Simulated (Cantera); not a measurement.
Premixed flame

A freely propagating, adiabatic, planar premixed flame of 16.4 % CH3OH, 17.5 % O2, 66.1 % N2, unburnt at 373 K and 13300 Pa; mixture-averaged transport, grid criteria slope 0.08 and curve 0.16, no radiation.

Detailed kinetics in Cantera: GRI-Mech 3.0 (53 species, 325 reactions). GRI-Mech 3.0 was tuned for natural gas; its chemistry of methanol as a main component is partial and can be far from experiment. Burning velocities carry a grid error of a few per cent, more on coarse grids.

```tsv
z (mm)	T (K)	u (m/s)	x CH3OH	x O2	x CO2	x C2H4	x H	x HCN
-4.91	373	0.853	0.163	0.175	1.41e-7	<1e-8	<1e-8	<1e-8
-3.27	375	0.864	0.162	0.173	3.22e-6	<1e-8	<1e-8	<1e-8
-2.46	386	0.895	0.161	0.171	2.48e-5	1.33e-8	<1e-8	<1e-8
-1.64	472	1.12	0.153	0.163	0.000359	1.84e-7	2.71e-8	1.09e-8
-0.818	887	2.21	0.112	0.126	0.00386	1.87e-6	5.84e-6	1.12e-7
-0.409	1271	3.29	0.0618	0.0898	0.00923	4.35e-6	0.000180	2.57e-7
0	1637	4.41	0.0115	0.0535	0.0179	7.70e-6	0.00267	5.02e-7
0.409	1769	4.82	0.000332	0.0312	0.0281	3.31e-6	0.00967	6.90e-7
0.818	1798	4.89	2.12e-6	0.0175	0.0382	3.56e-7	0.0156	5.85e-7
1.64	1823	4.93	<1e-8	0.00693	0.0532	<1e-8	0.0204	2.99e-7
3.27	1843	4.96	<1e-8	0.00388	0.0652	<1e-8	0.0214	7.83e-8
6.55	1863	4.99	<1e-8	0.00323	0.0690	<1e-8	0.0203	<1e-8
13.1	1890	5.06	<1e-8	0.00271	0.0692	<1e-8	0.0179	<1e-8
```
x: mole fraction of selected species; z is measured from the peak of heat release.

```json
{
  "laminar_burning_velocity": "85.0 cm/s",
  "thermal_thickness": "1.64 mm",
  "peak x(C2H4)": "7.73e-6",
  "peak x(H)": "0.0214",
  "peak x(HCN)": "6.90e-7",
  "grid_points": "147"
}
```
